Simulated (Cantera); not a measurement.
NO annealing gas

A perfectly stirred reactor is fed with NO : N₂ = 1 : 0.45 (molar parts), at 0.977 atm; it is held at 1750 K, and followed from long to short residence time.

Model: GRI-Mech 3.0 (53 species, 325 reactions), integrated in Cantera.

```json
[
 {"τ (s)": "13", "x NO": "0.290", "x N₂O": "3.26e-5", "x O₂": "0.199", "x N₂": "0.510", "x NO₂": "0.000786"},
 {"τ (s)": "4.9", "x NO": "0.412", "x N₂O": "6.63e-5", "x O₂": "0.138", "x N₂": "0.449", "x NO₂": "0.000934"},
 {"τ (s)": "1.9", "x NO": "0.524", "x N₂O": "0.000108", "x O₂": "0.0820", "x N₂": "0.393", "x NO₂": "0.000927"},
 {"τ (s)": "0.74", "x NO": "0.606", "x N₂O": "0.000146", "x O₂": "0.0412", "x N₂": "0.352", "x NO₂": "0.000785"},
 {"τ (s)": "0.29", "x NO": "0.652", "x N₂O": "0.000170", "x O₂": "0.0182", "x N₂": "0.329", "x NO₂": "0.000607"},
 {"τ (s)": "0.11", "x NO": "0.675", "x N₂O": "0.000180", "x O₂": "0.00712", "x N₂": "0.318", "x NO₂": "0.000466"},
 {"τ (s)": "0.043", "x NO": "0.684", "x N₂O": "0.000178", "x O₂": "0.00269", "x N₂": "0.313", "x NO₂": "0.000381"},
 {"τ (s)": "0.017", "x NO": "0.687", "x N₂O": "0.000165", "x O₂": "0.000937", "x N₂": "0.311", "x NO₂": "0.000323"},
 {"τ (s)": "0.0065", "x NO": "0.689", "x N₂O": "0.000135", "x O₂": "0.000255", "x N₂": "0.311", "x NO₂": "0.000255"}
]
```
x: mole fraction; the columns are a selection and need not sum to one.
